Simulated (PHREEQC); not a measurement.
Make-up at 75 °C: 1 mmol/kgw NaBr, 0.28 mmol/kgw ZnSO4 and 20 mmol/kgw Pb(NO3)2. Closed to the air; pH follows from the charge balance.

Computed with PHREEQC (ion-association model, wateq4f.dat).

Precipitation was switched off in this run.

Question: Predict the pH.

Answer: pH 4.80.

Question: In which forms is S present?

Answer: PbSO4 60 %, SO4-2 39 %, ZnSO4 0.6 % of the S.

Saturation is exceeded, for instance for Larnakite, Anglesite; the values hold only as long as no solid forms. Away from 25 °C the constants follow the database's enthalpies or fits; those with neither stay at their 25 °C values.
